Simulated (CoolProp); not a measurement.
Vapour-liquid equilibrium of R13 (1) + R11 (2) at 269.2 K; x and y are mole fractions of (1).

The numbers come from the multi-fluid Helmholtz-energy mixture model, Platzer 1990 and Jacobsen 1992; pair parameters Bell 2016 in CoolProp. This equation is an older, rougher fit; its heat capacities, sound speeds and derivatives of the liquid may be far off and weren't checked against measurements.

### Question
Give the bubble pressure and the first vapour's composition at x = 0.05, 0.275, 0.575. Is there an azeotrope?

### Answer
x = 0.05: 1.612 bar, y = 0.790; x = 0.275: 6.390 bar, y = 0.949; x = 0.575: 10.94 bar, y = 0.974. No azeotrope shows between x = 0.05 and 0.95.

Pair parameters are fitted to limited data, so mixtures are less certain than the pure fluids. The gap from Raoult's law changes sign with composition, which may be real or a fault of the pair parameters; it wasn't checked against measurements.
